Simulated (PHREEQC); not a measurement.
4.8 g of hydrous ferric oxide (600 m²/g; 0.2 weak and 0.005 strong sites per Fe, Dzombak-Morel constants, diffuse double layer) in 1 kg of water with 0.1 mol/kgw of an inert sodium salt and 3.2e-05 mol H3BO3, at 25 °C; the pH is set by adding NaOH or the inert anion's acid. O2 is buffered at 0.21 atm. The system is closed to CO2. Precipitation was switched off in this run.

Base run: PHREEQC, ion-association model, wateq4f.dat. Each further column changes one thing. The table gives surface charge σ (C/m²).

```csv
pH,base,background salt from 0.1 to 0.01 mol/kgw,oxide from 4.8 to 24 g/kgw,0.03 mol/kgw NaF added
3,0.364,0.335,0.365,0.089
3.67,0.343,0.271,0.347,…
5,0.216,0.119,0.222,0.059
5.67,0.142,0.069,0.146,0.044
6.33,0.086,…,0.087,0.027
7.67,0.016,…,0.016,…
8.33,-0.008,-0.003,-0.008,-0.023
9,-0.034,-0.013,-0.035,-0.045
10.33,-0.122,-0.057,-0.124,-0.132
11,-0.191,-0.104,-0.196,-0.203
```

Task: Complete the blanks.

Result: 
- 3.67, 0.03 mol/kgw NaF added: 0.074
- 6.33, background salt from 0.1 to 0.01 mol/kgw: 0.037
- 7.67, background salt from 0.1 to 0.01 mol/kgw: 0.006
- 7.67, 0.03 mol/kgw NaF added: -0.006

The oxide is taken as insoluble; below pH 4 it would dissolve. Real BF4- forms and hydrolyses slowly; the run takes it at equilibrium.
